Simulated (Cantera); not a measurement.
Feed: 1 mol BCl3, 2.2 mol H2O, 130 mol N2, held at 90.0 Torr.

These are equilibrium values from Cantera (NASA tables, ideal gas, pure condensed phases), not measurements of a reactor. Candidate condensed phases: B, BN, B2O3, B3O3H3, H2O, NH4Cl; 49 gas species. The tables' values for BOCl are old estimates; treat these amounts as uncertain. Gases not in the tables: H3BO3. Equilibrium is a limit: real reactors are often held back by kinetics, nucleation or transport.

log p: log10 of the partial pressure in bar; n: condensed amount in mol.

```csv
T (°C),log p N2,log p HCl,log p HBO2,log p H2O,log p B2O3,n B2O3(l)
1100,-0.93,-2.57,-3.78,-3.26,-5.90,___
1150,-0.93,-2.57,-3.58,-3.30,-5.39,___
1200,-0.93,-2.57,-3.40,-3.37,-4.91,___
1250,-0.93,-2.57,-3.26,-3.46,-4.46,___
1300,-0.93,-2.58,-3.14,-3.57,-4.07,0
1350,-0.93,-2.58,-3.15,-3.56,-4.04,0
1400,-0.93,-2.58,-3.16,-3.55,-4.02,0
```

What belongs in the gaps?


- 1100, n B2O3(l): 0.407
- 1150, n B2O3(l): 0.348
- 1200, n B2O3(l): 0.265
- 1250, n B2O3(l): 0.150
